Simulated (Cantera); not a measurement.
Input: 1 mol CH2F2, 6.1 mol H2, held at 3023.15 K and 0.133 bar.

Equilibrium computed with Cantera from the NASA thermochemical tables; the gas is ideal and each condensed phase is pure. Candidate condensed phases: C, C6H6, C7H8, C8H18; 95 gas species. Rates play no part.

### Question
What is the equilibrium state?

### Answer
| Quantity | Value |
|---|---|
| x(H2) | 0.445 |
| x(H) | 0.310 |
| x(HF) | 0.206 |
| x(C2H2 (acetylene)) | 0.0296 |
| x(C2H) | 0.00366 |
| x(C3) | 0.00299 |
| x(F) | 0.000925 |
| x(C4H2) | 0.000821 |
| x(C) | 0.000473 |
| n(C(graphite)) | 0.220 mol |
| gas amount | 9.654 mol |
